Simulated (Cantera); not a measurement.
An isothermal, constant-pressure homogeneous reactor starts with 10.7 % H₂, 5.95 % O₂, 83.3 % N₂, equivalence ratio 0.90, at 1050 K and 1.00 bar.

Model: the H2/O2 subset of GRI-Mech 3.0, which has no nitrogen chemistry, integrated in Cantera. The temperature is held fixed by assumption; the heat of reaction is taken as removed at once.

x: mole fraction; the columns are a selection and need not sum to one.

```tsv
t (s)	x H₂	x O₂	x H₂O	x H₂O₂	x O	x H	x OH
1.00e-5	0.107	0.0595	5.71e-11	<1e-12	1.76e-11	1.78e-10	7.25e-12
3.72e-5	0.107	0.0595	1.52e-9	2.80e-12	1.60e-10	(withheld)	6.11e-11
0.000138	0.107	0.0595	3.00e-7	4.27e-10	1.94e-8	(withheld)	7.36e-9
0.000514	0.0162	0.0149	0.0934	2.06e-6	0.000521	(withheld)	0.000504
0.00191	0.00146	0.00700	0.112	1.03e-6	1.96e-5	(withheld)	4.73e-5
0.00711	0.000468	0.00652	0.113	6.31e-7	1.50e-6	(withheld)	7.12e-6
0.0265	0.000249	0.00641	0.113	3.74e-7	1.82e-7	(withheld)	1.40e-6
0.0984	0.000115	0.00634	0.113	1.30e-7	4.38e-8	(withheld)	6.28e-7
0.366	3.40e-5	0.00631	0.113	1.91e-8	6.25e-9	(withheld)	2.59e-7
1.36	5.34e-6	0.00629	0.113	9.86e-10	5.38e-10	6.13e-10	1.19e-7
5.06	1.01e-7	0.00629	0.113	3.11e-11	3.45e-11	9.49e-12	9.18e-8
18.8	5.44e-10	0.00629	0.113	3.68e-11	4.21e-11	<1e-12	1.15e-7
70.0	5.20e-10	0.00629	0.113	4.64e-11	5.32e-11	<1e-12	1.29e-7
```

Problem. Complete the blanks.

Solution. 
- 3.72e-5, x H: 1.31e-9
- 0.000138, x H: 1.55e-7
- 0.000514, x H: 0.00405
- 0.00191, x H: 5.05e-5
- 0.00711, x H: 2.44e-6
- 0.0265, x H: 2.66e-7
- 0.0984, x H: 5.85e-8
- 0.366, x H: 7.74e-9
